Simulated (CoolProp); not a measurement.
A Linde-Hampson liquefier for dry air: isothermal reversible compression at 250 K from 1 atm to 20 MPa, throttling to 1 atm, return gas leaving the recuperator 2 K below the feed. Each further row changes one setting.

Values from CoolProp's reference Helmholtz-energy equation of state, Lemmon 2000. It is a pseudo-pure fit of the blend.

```json
[
 {"case": "as stated", "liquid yield per pass": "[?]", "compression work (kJ/kg of gas)": "371"},
 {"case": "high pressure 40 MPa", "liquid yield per pass": "[?]", "compression work (kJ/kg of gas)": "[?]"},
 {"case": "warm-end temperature 280 K", "liquid yield per pass": "[?]", "compression work (kJ/kg of gas)": "[?]"},
 {"case": "warm-end gap 7 K", "liquid yield per pass": "[?]", "compression work (kJ/kg of gas)": "371"}
]
```

Problem. Fill in the missing entries.

Solution. 
- as stated, liquid yield per pass: 0.133
- high pressure 40 MPa, liquid yield per pass: 0.168
- high pressure 40 MPa, compression work (kJ/kg of gas): 424
- warm-end temperature 280 K, liquid yield per pass: 0.095
- warm-end temperature 280 K, compression work (kJ/kg of gas): 421
- warm-end gap 7 K, liquid yield per pass: 0.121
